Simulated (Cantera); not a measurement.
Input: 1 mol NiS, 290 mol H₂, at 2200 K and 75.0 Torr.

Cantera equilibrium calculation (NASA polynomials, part measured and part estimated; ideal gas, pure solids and liquids). Candidate condensed phases: Ni, NiS, NiS₂, Ni₃S₂, Ni₃S₄, S; 9 gas species. Equilibrium is a limit: real reactors are often held back by kinetics, nucleation or transport.

Base state: H₂ 0.976, H 0.0176, Ni 0.00333, H₂S 0.00135, SH 0.00128, S 0.000402, S₂ 0.000147, NiS 7.39e-5 (mole fractions); condensed: gas only.

Problem. What changes in the equilibrium state with this change: temperature from 2200 K to 1023 K?

Solution. 
```tsv
species	before	after
H₂	0.976	0.997
H₂S	0.00135	0.00345
SH	0.00128	1.03e-7
H	0.0176	1.31e-8
Ni	0.00333	<1e-9
S	0.000402	<1e-9
NiS	7.39e-5	<1e-9
S₂	0.000147	1.06e-8
Ni(s), mol	0	1.00
```

Problem. What changes in the equilibrium state with this change: temperature from 2200 K to 2050 K?

Solution. 
```csv
species,before,after
H₂,0.976,0.986
H,0.0176,0.00712
Ni,0.00333,0.00330
H₂S,0.00135,0.00191
S,0.000402,0.000164
NiS,7.39e-5,0.000126
SH,0.00128,0.000938
S₂,0.000147,0.000141
```
